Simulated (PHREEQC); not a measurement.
Consider water at 20 °C with 0.0047 mol MgCl2, 0.00012 mol Na2HPO4 and 0.058 mol NaCl per kg of water. Closed to the air; pH follows from the charge balance.

Model: ion-association model, phreeqc.dat, run in PHREEQC.

```tsv
quantity	before	after
pH	7.86	4.42
HPO4-2 (mol/kgw)	6.45e-5	3.43e-7
MgHPO4 (mol/kgw)	3.71e-5	1.99e-7
H2PO4- (mol/kgw)	7.72e-6	0.000112
MgPO4- (mol/kgw)	7.17e-6	1.41e-11
NaHPO4- (mol/kgw)	3.05e-6	1.62e-8
SI of Halite (NaCl)	-4.17	-4.17
```

### Question
Name the change that produced these shifts.
A. temperature from 20 to 30 °C
B. temperature from 20 to 85 °C
C. NaCl left out
D. 0.025 mol/kgw H2S added
E. 0.05 mol/kgw H2S added

### Answer
E, 0.05 mol/kgw H2S added

Precipitation was switched off in this run.
